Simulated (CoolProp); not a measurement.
Vapour-liquid equilibrium of C2F6 (R116) (1) + R143a (2) at 262.1 K; x and y are mole fractions of (1).

The numbers come from the multi-fluid Helmholtz-energy mixture model, Lemmon 2006 and Lemmon and Jacobsen 2000; pair parameters Bell 2016 in CoolProp.

Problem. Give the bubble pressure and the first vapour's composition at x = 0.05, 0.2, 0.425. Is there an azeotrope?

Solution. x = 0.05: 0.5456 MPa, y = 0.219; x = 0.2: 0.8146 MPa, y = 0.513; x = 0.425: 1.067 MPa, y = 0.678. No azeotrope shows between x = 0.05 and 0.95.

The pair parameters rest on a limited set of measurements; away from them the model extrapolates.
